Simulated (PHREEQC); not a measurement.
Dissolve 0.031 mol Cu(NO3)2, 0.06 mol HCl and 3.7e-05 mol KCl per kg of water at 25 °C. Closed to the air; pH follows from the charge balance.

Computed with PHREEQC (ion-association model, phreeqc.dat).

```csv
quantity,before,after
pH,1.31,4.48
ionic strength (mol/kgw),0.150,0.0930
SI of Sylvite (KCl),-6.83,-10.00
```

**Question.** Name the change that produced these shifts.
A. temperature from 25 to 70 °C
B. 0.03 mol/kgw CO2 added
C. HCl left out
D. Cu(NO3)2 left out
E. temperature from 25 to 60 °C

**Answer.** C, HCl left out

This is a speciation only: nothing precipitates in the calculation.
